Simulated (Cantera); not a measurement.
What does this Cantera script print?

```python
import numpy as np
import cantera as ct

gas = ct.Solution("gri30.yaml")
gas.TPX = 675, 350000, {'CO': 1, 'H2': 0.072, 'O2': 0.335, 'N2': 1.26, 'H2O': 0.38}
inlet = ct.Reservoir(gas, clone=True)
gas.equilibrate("HP")  # start burning
reactor = ct.IdealGasConstPressureReactor(gas, energy="on", clone=False)
exhaust = ct.Reservoir(gas, clone=True)
tau = [0.21, 0.085, 0.034, 0.013, 0.0053, 0.0021, 0.00084, 0.00033, 0.00013, 5.2e-05, 2.1e-05, 8.2e-06, 3.3e-06][0]
for a, b in ((inlet, reactor), (reactor, exhaust)):
    ct.MassFlowController(a, b, mdot=lambda t: reactor.mass / tau)
net = ct.ReactorNet([reactor])
show = ['CO', 'H2', 'O2', 'N2O', 'NO', 'H2O2', 'OH']

rows = []
print(f"{'tau/s':>10s}{'T/K':>9s}" + "".join(f"{s:>11s}" for s in show))
for tau in [0.21, 0.085, 0.034, 0.013, 0.0053, 0.0021, 0.00084, 0.00033, 0.00013, 5.2e-05, 2.1e-05, 8.2e-06, 3.3e-06]:
    net.initial_time = 0.0
    net.advance(30 * tau)
    before = gas.X
    net.advance(40 * tau)
    drift = np.max(np.abs(gas.X - before) / (gas.X + 1e-9))
    rows.append([gas.T, *gas[show].X, drift])
    print(f"{tau:10.3e}{gas.T:9.1f}" + "".join(f"{x:11.3e}" for x in gas[show].X))
```

It prints:

```
     tau/s      T/K         CO         H2         O2        N2O         NO       H2O2         OH
 2.100e-01   2325.3  1.340e-01  1.513e-02  2.073e-04  3.038e-08  3.477e-04  1.998e-08  1.321e-03
 8.500e-02   2323.3  1.340e-01  1.514e-02  2.629e-04  3.264e-08  3.332e-04  2.383e-08  1.453e-03
 3.400e-02   2319.0  1.343e-01  1.517e-02  3.898e-04  3.735e-08  3.067e-04  3.240e-08  1.724e-03
 1.300e-02   2310.0  1.348e-01  1.525e-02  6.802e-04  4.633e-08  2.647e-04  5.078e-08  2.236e-03
 5.300e-03   2294.7  1.357e-01  1.541e-02  1.229e-03  5.935e-08  2.159e-04  8.144e-08  2.979e-03
 2.100e-03   2267.7  1.374e-01  1.573e-02  2.293e-03  7.745e-08  1.627e-04  1.318e-07  4.031e-03
 8.400e-04   2224.5  1.404e-01  1.629e-02  4.130e-03  9.869e-08  1.150e-04  2.068e-07  5.314e-03
 3.300e-04   2157.1  1.451e-01  1.714e-02  7.103e-03  1.208e-07  7.834e-05  3.236e-07  6.710e-03
 1.300e-04   2061.7  1.517e-01  1.816e-02  1.139e-02  1.398e-07  5.532e-05  5.187e-07  7.872e-03
 5.200e-05   1935.8  1.615e-01  1.875e-02  1.733e-02  1.550e-07  3.991e-05  8.957e-07  8.332e-03
 2.100e-05   1760.0  1.821e-01  1.704e-02  2.782e-02  1.765e-07  2.267e-05  1.865e-06  7.337e-03
 8.200e-06    675.0  3.282e-01  2.363e-02  1.099e-01  1.502e-21 -1.401e-20 -5.203e-19  6.976e-17
 3.300e-06    675.0  3.282e-01  2.363e-02  1.099e-01  4.255e-22  7.727e-25  5.577e-22  3.408e-17
```

Detailed kinetics in Cantera: GRI-Mech 3.0 (53 species, 325 reactions). The hydrogen kinetics of GRI-Mech 3.0 are dated; newer H2 mechanisms differ, most at raised pressure.
